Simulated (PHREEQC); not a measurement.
Consider water at 20 °C with 190 mmol/kgw HF, 0.15 mmol/kgw CsF and 0.29 mmol/kgw H2SiF6. Closed to the air; pH follows from the charge balance.

Model: ion-association model, wateq4f.dat, run in PHREEQC.

Each row changes one thing in this solution. No solid was allowed to form.

```csv
case,pH,ionic strength (mol/kgw),HF (mol/kgw),H2F2 (mol/kgw),F- (mol/kgw),HF2- (mol/kgw)
as made,1.97,0.0122,0.106,0.0349,0.00813,0.00317
CsF from 0.00015 to 0.000135 mol/kgw,1.97,0.0122,0.106,0.0349,0.00813,0.00317
H2SiF6 left out,1.98,0.0116,0.106,0.0348,0.00832,0.00324
temperature from 20 to 15 °C,1.97,0.0122,0.101,0.0376,0.00839,0.00297
HF left out,3.13,0.000954,0.000791,1.95e-6,0.000814,2.37e-6
temperature from 20 to 40 °C,1.99,0.0117,0.127,0.0242,0.00707,0.00378
H2SiF6 from 0.00029 to 0.000319 mol/kgw,1.97,0.0122,0.106,0.0350,0.00812,0.00317
```

Some of these states are supersaturated (in Quartz (slow to form), for instance). wateq4f.dat counts part of the HF as a dimer, H2F2, which phreeqc.dat doesn't know; its constant is uncertain. At this temperature some constants are extrapolated from 25 °C, and those without enthalpy data are left unchanged. SiF6-2 is the database's only silicon fluoride.
